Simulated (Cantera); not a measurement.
A closed system holds: 1 mol Al, 2.8 mol Br₂, 6.7 mol N₂, at 0.120 Torr.

These are equilibrium values from Cantera (NASA tables, ideal gas, pure condensed phases), not measurements of a reactor. Candidate condensed phases: Al, AlBr₃, AlN, Br₂; 10 gas species. Kinetics and transport are ignored.

**Question.** At 452 °C, list the 5 most abundant gas species with their mole fractions, and the condensed phases.

**Answer.** N₂ 0.744, Br₂ 0.143, AlBr₃ 0.111, Br 0.00199, Al₂Br₆ 1.04e-5. Condensed: gas only.
